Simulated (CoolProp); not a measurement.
C2F6 (R116) along the isotherm 309.5 K: fugacity coefficient from the reference equation and from simpler models built on Tc = 293.0 K, pc = 30.48 bar, ω = 0.257; each cubic takes its own stable root.

The numbers come from the reference Helmholtz-energy equation of state, Lemmon 2006 in CoolProp. It is a short technical equation, of lower accuracy than the large ones.

```tsv
p (bar)	phase	reference
16.9	gas	0.8501
33.9	supercritical	0.7019
50.8	supercritical	0.5559
67.7	supercritical	0.4611
84.7	supercritical	0.4034
102	supercritical	0.3654
119	supercritical	0.3399
135	supercritical	0.3229
152	supercritical	0.3100
```

### Question
How far does each simpler model (van der Waals, Redlich-Kwong, Peng-Robinson) lie from the reference over these 9 states: mean and median of the absolute difference, and the worst?

### Answer
- van der Waals: mean 6.7 %, median 5.8 %, worst +15.8 % at 309.5 K and 152 bar
- Redlich-Kwong: mean 1.0 %, median 0.9 %, worst -1.7 % at 309.5 K and 50.8 bar
- Peng-Robinson: mean 3.2 %, median 3.3 %, worst -4.1 % at 309.5 K and 152 bar
